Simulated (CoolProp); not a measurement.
Propane at several states: Z from the reference equation and from simpler models built on Tc = 369.9 K, pc = 4251 kPa, ω = 0.152; each cubic takes its own stable root.

Values from CoolProp's reference Helmholtz-energy equation of state, Lemmon 2009.

```json
[
 {"T (K)": "597.8", "p (kPa)": "16900", "phase": "supercritical", "reference": "0.8795", "van der Waals": "0.8174", "Soave-Redlich-Kwong": "0.9278"},
 {"T (K)": "295.8", "p (kPa)": "120", "phase": "gas", "reference": "0.9803", "van der Waals": "0.9856", "Soave-Redlich-Kwong": "0.9809"},
 {"T (K)": "478.8", "p (kPa)": "1720", "phase": "gas", "reference": "0.9407", "van der Waals": "0.9346", "Soave-Redlich-Kwong": "0.9431"},
 {"T (K)": "466.3", "p (kPa)": "23400", "phase": "supercritical", "reference": "0.7709", "van der Waals": "0.9050", "Soave-Redlich-Kwong": "0.8241"}
]
```
